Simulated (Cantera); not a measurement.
# Adiabatic ignition

An adiabatic, constant-volume homogeneous reactor starts with 7.04 % CH4, 0.267 % C2H6, 19.5 % O2, 73.2 % N2, equivalence ratio 0.77, at 1598 K and 1.00 bar.

Computed with Cantera and GRI-Mech 3.0 (53 species, 325 reactions).

```tsv
t (s)	T (K)	P (bar)	x CH4	x C2H6	x O2	x N2O	x NO	x CH3
5.00e-6	1598	1.000	0.0704	0.00264	0.195	4.56e-12	<1e-12	7.84e-5
1.76e-5	1597	0.999	0.0703	0.00254	0.195	6.61e-11	<1e-12	0.000278
6.16e-5	1598	1.00	0.0692	0.00227	0.194	1.08e-9	6.94e-12	0.000895
0.000216	2734	1.79	<1e-12	<1e-12	0.0534	6.34e-7	0.000531	<1e-12
0.000760	2845	1.85	<1e-12	<1e-12	0.0476	1.10e-6	0.0105	<1e-12
0.00267	2838	1.84	<1e-12	<1e-12	0.0450	1.21e-6	0.0167	<1e-12
0.00937	2838	1.84	<1e-12	<1e-12	0.0449	1.21e-6	0.0169	<1e-12
0.0329	2838	1.84	<1e-12	<1e-12	0.0449	1.21e-6	0.0169	<1e-12
0.116	2838	1.84	<1e-12	<1e-12	0.0449	1.21e-6	0.0169	<1e-12
0.406	2838	1.84	<1e-12	<1e-12	0.0449	1.21e-6	0.0169	<1e-12
1.42	2838	1.84	<1e-12	<1e-12	0.0449	1.21e-6	0.0169	<1e-12
5.00	2838	1.84	<1e-12	<1e-12	0.0449	1.21e-6	0.0169	<1e-12
```
x: mole fraction; the columns are a selection and need not sum to one.

| Property | Value |
|---|---|
| time of steepest temperature rise | 0.178 ms |
| temperature at 5.00 s | 2838 K |
| equilibrium temperature | 2838 K |
| x(CH4) at 5.00 s | <1e-12 (gas-phase equilibrium <1e-12) |
| x(C2H6) at 5.00 s | <1e-12 (gas-phase equilibrium <1e-12) |
| x(O2) at 5.00 s | 0.0449 (gas-phase equilibrium 0.0449) |
